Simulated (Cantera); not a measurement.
A freely propagating, adiabatic, planar premixed flame of H2 : O2 : N2 = 1 : 0.278 : 1.04 (molar parts), unburnt at 550 K and 1.00 atm; mixture-averaged transport, grid criteria slope 0.08 and curve 0.16, no radiation.

Cantera simulation using the H2/O2 subset of GRI-Mech 3.0, which has no nitrogen chemistry; the numbers are that mechanism's predictions, not measurements. Burning velocities carry a grid error of a few per cent, more on coarse grids.

x: mole fraction of selected species; z is measured from the peak of heat release.

```json
[
 {"z (mm)": "-1.28", "T (K)": "550", "u (m/s)": "7.90", "x H2": "0.431", "x O2": "0.120", "x OH": "<1e-8", "x H2O2": "<1e-8", "x HO2": "<1e-8", "x H": "<1e-8"},
 {"z (mm)": "-0.855", "T (K)": "550", "u (m/s)": "7.90", "x H2": "0.431", "x O2": "0.120", "x OH": "<1e-8", "x H2O2": "<1e-8", "x HO2": "<1e-8", "x H": "<1e-8"},
 {"z (mm)": "-0.641", "T (K)": "550", "u (m/s)": "7.90", "x H2": "0.431", "x O2": "0.120", "x OH": "<1e-8", "x H2O2": "<1e-8", "x HO2": "<1e-8", "x H": "<1e-8"},
 {"z (mm)": "-0.427", "T (K)": "550", "u (m/s)": "7.90", "x H2": "0.431", "x O2": "0.120", "x OH": "<1e-8", "x H2O2": "<1e-8", "x HO2": "3.52e-7", "x H": "1.89e-8"},
 {"z (mm)": "-0.214", "T (K)": "568", "u (m/s)": "8.12", "x H2": "0.428", "x O2": "0.120", "x OH": "5.93e-5", "x H2O2": "3.80e-6", "x HO2": "0.000241", "x H": "0.000189"},
 {"z (mm)": "-0.107", "T (K)": "790", "u (m/s)": "11.0", "x H2": "0.397", "x O2": "0.114", "x OH": "0.000715", "x H2O2": "1.44e-5", "x HO2": "0.000185", "x H": "0.00799"},
 {"z (mm)": "0", "T (K)": "1214", "u (m/s)": "16.5", "x H2": "0.292", "x O2": "0.0766", "x OH": "0.00247", "x H2O2": "2.56e-6", "x HO2": "7.37e-5", "x H": "0.0499"},
 {"z (mm)": "0.107", "T (K)": "1510", "u (m/s)": "20.3", "x H2": "0.194", "x O2": "0.0209", "x OH": "0.00526", "x H2O2": "1.39e-6", "x HO2": "1.93e-5", "x H": "0.0881"},
 {"z (mm)": "0.214", "T (K)": "1638", "u (m/s)": "21.9", "x H2": "0.172", "x O2": "0.00487", "x OH": "0.00614", "x H2O2": "8.73e-7", "x HO2": "4.34e-6", "x H": "0.0916"},
 {"z (mm)": "0.427", "T (K)": "1761", "u (m/s)": "23.3", "x H2": "0.174", "x O2": "0.00164", "x OH": "0.00681", "x H2O2": "5.36e-7", "x HO2": "1.41e-6", "x H": "0.0797"},
 {"z (mm)": "0.855", "T (K)": "1889", "u (m/s)": "24.8", "x H2": "0.183", "x O2": "[?]", "x OH": "0.00696", "x H2O2": "[?]", "x HO2": "[?]", "x H": "[?]"},
 {"z (mm)": "1.71", "T (K)": "2012", "u (m/s)": "26.1", "x H2": "0.192", "x O2": "0.000670", "x OH": "0.00642", "x H2O2": "1.56e-7", "x HO2": "5.59e-7", "x H": "0.0471"},
 {"z (mm)": "3.42", "T (K)": "2120", "u (m/s)": "27.3", "x H2": "0.199", "x O2": "0.000350", "x OH": "0.00529", "x H2O2": "8.15e-8", "x HO2": "3.14e-7", "x H": "0.0328"}
]
```

Some entries are withheld; supply them.


- 0.855, x O2: 0.00110
- 0.855, x H2O2: 2.98e-7
- 0.855, x HO2: 9.08e-7
- 0.855, x H: 0.0633
